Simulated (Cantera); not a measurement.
Input: 1 mol SiH₂Cl₂, a varied amount of H₂, at 702 °C and 248 Torr.

Method: chemical equilibrium by Gibbs-energy minimisation in Cantera with the NASA 1993 tables (ideal gas, pure condensed phases). Candidate condensed phases: Si; 19 gas species. The tables' values for SiCl₃ are old estimates; treat these amounts as uncertain. Equilibrium is a limit: real reactors are often held back by kinetics, nucleation or transport.

log p: log10 of the partial pressure in bar; n: condensed amount in mol.

```tsv
n(H₂) (mol)	log p H₂	log p SiCl₄	log p SiHCl₃	log p HCl	log p SiH₂Cl₂	n Si(s)
5.6	-0.52	-1.80	-2.09	-2.47	-3.36	0.468
8.1	-0.51	___	___	-2.50	___	0.469
12	-0.50	-2.12	-2.32	-2.54	-3.50	0.472
17	-0.50	___	___	-2.58	___	0.476
25	-0.49	-2.46	-2.57	-2.62	-3.67	0.483
36	-0.49	-2.64	-2.71	-2.67	-3.75	0.493
53	-0.49	-2.85	-2.86	-2.72	-3.85	0.508
```

Q: Complete the blanks.

A: 
- 17, log p SiCl₄: -2.27
- 17, log p SiHCl₃: -2.44
- 17, log p SiH₂Cl₂: -3.58
- 8.1, log p SiCl₄: -1.95
- 8.1, log p SiHCl₃: -2.20
- 8.1, log p SiH₂Cl₂: -3.43
